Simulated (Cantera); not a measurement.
Cantera run:

```python
import numpy as np
import cantera as ct

gas_names = """
    H HNO HNO2 HNO3 HO2 H2 H2O H2O2 N NH NH2 NH3 NH2OH NO NO2 NO3 N2 N2H2 N2H4 N2O O OH O2 O3 Si SiH
    SiH2 SiH3 SiH4 SiN SiO SiO2 Si2 Si2N Si3
""".split()
cond_names = """
    H2O(s) H2O(L) Si(cr) Si(L) SiO2(Lqz) SiO2(hqz) SiO2(L) Si2N2O(s) Si3N4(a)
""".split()


# ... load() reads the species with a 1 bar reference pressure and builds the phases ...
atoms = {
    'Si3N4': {'Si': 3, 'N': 4},
    'O2': {'O': 2},
    'H2': {'H': 2},
}
top_T = {'Si2N2O(s)': 2100, 'Si3N4(a)': 2400}  # K; cautious upper limits of use, not melting points


# ... equilibrate(T, P, feed) seeds the gas with the atoms and calls Mixture.equilibrate('TP', solver="vcs", rtol=1e-11, max_steps=5000) ...
results = []
feed = {'Si3N4': 1, 'O2': 0.0018, 'H2': 210}  # mol
P = 100000  # Pa
for T in [1223, 1248, 1273, 1298, 1323, 1348, 1373, 1398, 1423, 1448, 1473, 1498, 1523, 1548]:
    mix = equilibrate(T, P, feed)
    results.append((T, P, feed, dict(zip(mix.species_names, mix.species_moles))))

top = {s: max(r[3][s] / sum(r[3][g] for g in gas_names) for r in results) for s in gas_names}
cols = sorted((s for s in top if top[s] > 1e-06), key=lambda s: -top[s])[:5]
seen = [c for c in cond_names if any(r[3].get(c, 0) > 1e-12 for r in results)]
print("log10 of partial pressures in bar; condensed amounts in mol")
print(f"{'T/K':>10s}" + "".join(f"{s[:9]:>10s}" for s in cols + seen))
for T, P, feed, n in results:
    ng = sum(n[g] for g in gas_names)
    print(f"{T:10.4g}" + "".join(f"{np.log10(max(n[s] / ng * P / 1e5, 1e-99)):10.3f}" for s in cols)
          + "".join(f"{n.get(c, 0):10.4g}" for c in seen))
```

Output:

```
log10 of partial pressures in bar; condensed amounts in mol
       T/K        H2        N2         H      SiH2       SiO    Si(cr) Si2N2O(s)  Si3N4(a)
      1223    -0.000    -5.257    -6.522    -9.050   -10.328         0    0.0036    0.9976
      1248    -0.000    -5.254    -6.331    -8.634    -9.831         0    0.0036    0.9976
      1273    -0.000    -5.251    -6.147    -8.234    -9.354         0    0.0036    0.9976
      1298    -0.000    -5.246    -5.970    -7.851    -8.896         0    0.0036    0.9976
      1323    -0.000    -5.240    -5.800    -7.484    -8.456         0  0.003599    0.9976
      1348    -0.000    -5.230    -5.636    -7.133    -8.034         0  0.003598    0.9976
      1373    -0.000    -5.216    -5.478    -6.799    -7.629         0  0.003595    0.9976
      1398    -0.000    -5.195    -5.325    -6.481    -7.242         0  0.003588    0.9975
      1423    -0.000    -5.019    -5.178    -6.279    -6.921  0.000934  0.003574    0.9972
      1448    -0.000    -4.785    -5.035    -6.126    -6.632  0.003026  0.003551    0.9965
      1473    -0.000    -4.559    -4.898    -5.978    -6.353  0.006463  0.003506    0.9953
      1498    -0.000    -4.341    -4.765    -5.836    -6.084     0.012  0.003426    0.9935
      1523    -0.000    -4.131    -4.636    -5.698    -5.824   0.02078  0.003283    0.9906
      1548    -0.000    -3.927    -4.512    -5.565    -5.572   0.03445  0.003035     0.986
```

These are equilibrium values from Cantera (NASA tables, ideal gas, pure condensed phases), not measurements of a reactor. Mutual solubility and eutectic melting of coexisting phases are not modelled.
